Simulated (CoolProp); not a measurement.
Properties of R1234yf along the isotherm 410 K.

Computed with CoolProp (reference Helmholtz-energy equation of state, Lemmon 2022).

| p (MPa) | phase | isothermal compressibility (1/MPa) | expansivity (1/kK) | viscosity (µPa s) | conductivity (mW/(m K)) |
|---|---|---|---|---|---|
| 0.391 | gas | 2.633 | 2.700 | 16.9 | 23.5 |
| 0.781 | gas | 1.360 | 3.001 | 17.0 | 23.7 |
| 1.17 | gas | 0.9396 | 3.349 | 17.1 | 24.0 |
| 1.56 | gas | 0.7318 | 3.760 | 17.2 | 24.3 |
| 1.95 | gas | 0.6102 | 4.246 | 17.4 | 24.7 |
| 2.34 | gas | 0.5323 | 4.831 | 17.6 | 25.2 |
| 2.73 | gas | 0.4800 | 5.542 | 18.0 | 25.7 |
| 3.12 | gas | 0.4443 | 6.420 | 18.4 | 26.4 |
| 3.51 | supercritical | 0.4203 | 7.517 | 19.1 | 27.3 |
| 3.91 | supercritical | 0.4050 | 8.947 | 19.9 | 28.4 |
| 4.3 | supercritical | 0.3968 | 10.73 | 21.0 | 29.8 |
| 4.69 | supercritical | 0.3927 | 12.96 | 22.5 | 31.4 |
| 5.08 | supercritical | 0.3876 | 15.58 | 24.5 | 33.4 |

Viscosity comes from a separate model (Bell 2016), an estimate that may be off by 10 % or more. Thermal conductivity comes from a separate model (Perkins 2011).
